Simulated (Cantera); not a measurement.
A Cantera script and what it prints.

```python
import numpy as np
import cantera as ct

gas_names = [...]  # 123 gases of nasa_gas.yaml made of C, H, O, Si
cond_names = """
    C(gr) C6H6(L) C7H8(L) C8H18(L),n-octa H2O(s) H2O(L) Si(cr) Si(L) SiC(b) SiO2(Lqz) SiO2(hqz) SiO2(L)
""".split()


# ... load() reads the species with a 1 bar reference pressure and builds the phases ...
atoms = {
    'SiC': {'Si': 1, 'C': 1},
    'O2': {'O': 2},
    'H2': {'H': 2},
    'H2O': {'H': 2, 'O': 1},
}
top_T = {'C(gr)': 4500, 'SiC(b)': 3050}  # K; cautious upper limits of use, not melting points


# ... equilibrate(T, P, feed) seeds the gas with the atoms and calls Mixture.equilibrate('TP', solver="vcs", rtol=1e-11, max_steps=5000) ...
results = []
feed = {'SiC': 1, 'O2': 0.0092, 'H2': 14, 'H2O': 1.4}  # mol
T = 1248.15  # K
P = 0.95  # Pa
mix = equilibrate(T, P, feed)
results.append((T, P, feed, dict(zip(mix.species_names, mix.species_moles))))
x = sorted(zip(gas.X, gas.species_names), reverse=True)
print(f"T = {T:g} K  P = {P:g} Pa  gas = {mix.phase_moles(0):.4g} mol")
print("   x: " + "  ".join(f"{s} {v:.3e}" for v, s in x if v > 0.001))
print("   condensed (mol): " + ("  ".join(f"{mix.phase(i).name} {mix.phase_moles(i):.4g}"
      for i in range(1, mix.n_phases) if mix.phase_moles(i) > 1e-12) or "none"))
```

Result:

```
T = 1248.15 K  P = 0.95 Pa  gas = 16.82 mol
   x: H2 9.155e-01  CO 4.216e-02  SiO 4.216e-02
   condensed (mol): SiC(b) 0.2908
```

These are equilibrium values from Cantera (NASA tables, ideal gas, pure condensed phases), not measurements of a reactor.
